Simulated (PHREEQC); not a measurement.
A solution holds 0.074 mol/kgw NaAlO2, at 11 °C. Closed to the air; pH follows from the charge balance.

The numbers come from PHREEQC with the ion-association model, phreeqc.dat.

```tsv
quantity	before	after
pH	9.47	9.18
Al(OH)3 (mol/kgw)	1.19e-5	5.28e-6
Al(OH)2+ (mol/kgw)	1.06e-7	8.37e-8
SI of Al(OH)3(a) (Al(OH)3)	+1.74	+1.39
```

### Question
What was changed between the two runs?
A. NaAlO2 from 0.074 to 0.037 mol/kgw
B. 0.006 mol/kgw Na2CO3 added
C. NaAlO2 from 0.074 to 0.148 mol/kgw
D. diluted 5-fold with water
E. NaAlO2 from 0.074 to 0.0814 mol/kgw

### Answer
D, diluted 5-fold with water

This is a speciation only: nothing precipitates in the calculation. Some of these states are supersaturated (in Al(OH)3(a), Gibbsite (slow to form), for instance). Away from 25 °C the constants follow the database's enthalpies or fits; those with neither stay at their 25 °C values.
